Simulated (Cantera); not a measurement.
An isothermal, constant-pressure homogeneous reactor starts with 1.56 % C3H8, 98.4 % H2, at 1673 K and 750 Torr.

Model: GRI-Mech 3.0 (53 species, 325 reactions), integrated in Cantera. GRI-Mech 3.0 was tuned for natural gas; its chemistry of propane as a main component is partial and can be far from experiment. GRI-Mech 3.0 stops at C3 and has no aromatics, soot or wall deposition, so with more carbon than oxygen in the feed, carbon stays in small species such as C2H2 where larger ones or solid carbon would form.

One state of this run: x C3H8 = 3.35e-5; x H2 = 0.967; x CH2 = 3.72e-7; x CH4 = 0.0174; x C2H2 = 0.00309; x C2H4 = 0.0109; x H = 0.000997. x: mole fraction; the columns are a selection and need not sum to one.

Problem. Which value of t (s) does it belong to?
A. 0.000159
B. 0.000399
C. 2.51e-5
D. 0.0399

Solution. C, 2.51e-5
